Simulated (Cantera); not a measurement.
A freely propagating, adiabatic, planar premixed flame of 16.3 % CH3OH, 16.3 % O2, 57.2 % N2, 10.1 % H2O, equivalence ratio 1.5, unburnt at 475 K and 500000 Pa; mixture-averaged transport, grid criteria slope 0.08 and curve 0.16, no radiation.

Computed with Cantera and GRI-Mech 3.0 (53 species, 325 reactions). GRI-Mech 3.0 was tuned for natural gas; its chemistry of methanol as a main component is partial and can be far from experiment. Burning velocities carry a grid error of a few per cent, more on coarse grids.

x: mole fraction of selected species; z is measured from the peak of heat release.

```json
[
 {"z (mm)": "-0.265", "T (K)": "475", "u (m/s)": "0.514", "x CH3OH": "0.163", "x O2": "0.163", "x H2O": "0.101", "x OH": "<1e-8", "x H2O2": "4.56e-7", "x HCO": "<1e-8"},
 {"z (mm)": "-0.177", "T (K)": "479", "u (m/s)": "0.522", "x CH3OH": "0.161", "x O2": "0.161", "x H2O": "0.101", "x OH": "<1e-8", "x H2O2": "[?]", "x HCO": "<1e-8"},
 {"z (mm)": "-0.133", "T (K)": "497", "u (m/s)": "0.547", "x CH3OH": "0.159", "x O2": "0.158", "x H2O": "0.103", "x OH": "<1e-8", "x H2O2": "3.20e-5", "x HCO": "<1e-8"},
 {"z (mm)": "-0.0884", "T (K)": "594", "u (m/s)": "0.668", "x CH3OH": "0.150", "x O2": "0.148", "x H2O": "0.116", "x OH": "<1e-8", "x H2O2": "0.000190", "x HCO": "<1e-8"},
 {"z (mm)": "-0.0442", "T (K)": "962", "u (m/s)": "1.13", "x CH3OH": "0.109", "x O2": "0.112", "x H2O": "0.167", "x OH": "3.87e-8", "x H2O2": "0.000876", "x HCO": "2.00e-8"},
 {"z (mm)": "-0.0221", "T (K)": "1292", "u (m/s)": "1.58", "x CH3OH": "0.0607", "x O2": "0.0760", "x H2O": "0.214", "x OH": "1.40e-5", "x H2O2": "0.00125", "x HCO": "5.44e-6"},
 {"z (mm)": "0", "T (K)": "1639", "u (m/s)": "2.08", "x CH3OH": "0.00822", "x O2": "0.0367", "x H2O": "0.265", "x OH": "0.000528", "x H2O2": "0.000170", "x HCO": "0.000137"},
 {"z (mm)": "0.0221", "T (K)": "1793", "u (m/s)": "2.29", "x CH3OH": "6.13e-5", "x O2": "0.0151", "x H2O": "0.290", "x OH": "0.00166", "x H2O2": "2.20e-6", "x HCO": "1.21e-5"},
 {"z (mm)": "0.0442", "T (K)": "1857", "u (m/s)": "2.36", "x CH3OH": "8.69e-7", "x O2": "0.00549", "x H2O": "0.298", "x OH": "0.00225", "x H2O2": "9.27e-7", "x HCO": "1.48e-6"},
 {"z (mm)": "0.0884", "T (K)": "1912", "u (m/s)": "2.41", "x CH3OH": "[?]", "x O2": "[?]", "x H2O": "0.299", "x OH": "[?]", "x H2O2": "[?]", "x HCO": "[?]"},
 {"z (mm)": "0.177", "T (K)": "1950", "u (m/s)": "2.45", "x CH3OH": "<1e-8", "x O2": "0.000141", "x H2O": "0.298", "x OH": "0.00138", "x H2O2": "1.54e-7", "x HCO": "4.72e-7"},
 {"z (mm)": "0.354", "T (K)": "1974", "u (m/s)": "2.48", "x CH3OH": "<1e-8", "x O2": "3.36e-5", "x H2O": "0.298", "x OH": "0.000757", "x H2O2": "5.25e-8", "x HCO": "2.42e-7"},
 {"z (mm)": "0.707", "T (K)": "1985", "u (m/s)": "2.49", "x CH3OH": "<1e-8", "x O2": "8.25e-6", "x H2O": "0.299", "x OH": "0.000375", "x H2O2": "1.45e-8", "x HCO": "1.17e-7"}
]
```

Some entries are withheld; supply them.


- -0.177, x H2O2: 6.09e-6
- 0.0884, x CH3OH: 7.74e-8
- 0.0884, x O2: 0.000911
- 0.0884, x OH: 0.00207
- 0.0884, x H2O2: 3.82e-7
- 0.0884, x HCO: 8.37e-7
